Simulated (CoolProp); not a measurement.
Methanol at several states: density (kg/m³) from the reference equation and from simpler models built on Tc = 513.4 K, pc = 8.216 MPa, ω = 0.565; each cubic takes its own stable root.

Model: reference Helmholtz-energy equation of state, de Reuck 1993, in CoolProp.

```
T (K)  p (MPa)   phase  reference
-----  -------  ------  ---------
352.3    0.102     gas      1.150
194.2    0.134  liquid      886.2
320.2     1.62  liquid      767.1
512.5    0.014     gas     0.1053
```

Question: How far does each simpler model (van der Waals, Redlich-Kwong, Soave-Redlich-Kwong, Peng-Robinson) lie from the reference over these 4 states: mean and median of the absolute difference, and the worst?

Answer: 
- van der Waals: mean 26.2 %, median 26.6 %, worst -51.5 % at 194.2 K and 0.134 MPa
- Redlich-Kwong: mean 14.4 %, median 14.7 %, worst -28.3 % at 320.2 K and 1.62 MPa
- Soave-Redlich-Kwong: mean 12.4 %, median 12.2 %, worst -25.3 % at 194.2 K and 0.134 MPa
- Peng-Robinson: mean 7.8 %, median 7.3 %, worst -16.4 % at 194.2 K and 0.134 MPa
